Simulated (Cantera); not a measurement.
Catalytic combustion on Pt

An isothermal plug-flow reactor at 925 K and 44000 Pa (inlet), inlet velocity 0.44 m/s, active area per volume 220 1/m; feed 0.816 % CO, 5.79 % O2, 93.4 % N2, equivalence ratio 0.070.

Cantera simulation using Deutschmann's 1995 Pt surface mechanism with GRI-Mech 3.0 gas chemistry; the numbers are that mechanism's predictions, not measurements. Catalytic surfaces can have several steady states; this one follows from the mechanism file's or the stated starting coverage. Mass transfer to the wall is taken as infinitely fast.

| z (m) | x CO | x O2 | x H2O | x CO2 | θ free Pt | θ O* |
|---|---|---|---|---|---|---|
| 0.00013 | 0.00106 | 0.0546 | <1e-12 | 0.00713 | 0.207 | 0.793 |
| 0.00028 | 0.000396 | 0.0543 | <1e-12 | 0.00779 | 0.193 | 0.807 |
| 0.00059 | 6.30e-5 | 0.0541 | <1e-12 | 0.00813 | 0.187 | 0.813 |
| 0.0013 | 1.05e-6 | 0.0541 | <1e-12 | 0.00819 | 0.186 | 0.814 |
| 0.0028 | 1.88e-10 | 0.0541 | <1e-12 | 0.00819 | 0.186 | 0.814 |
| 0.0059 | <1e-12 | 0.0541 | <1e-12 | 0.00819 | 0.186 | 0.814 |
| 0.013 | <1e-12 | 0.0541 | <1e-12 | 0.00819 | 0.186 | 0.814 |
x: gas mole fraction; θ: surface coverage.
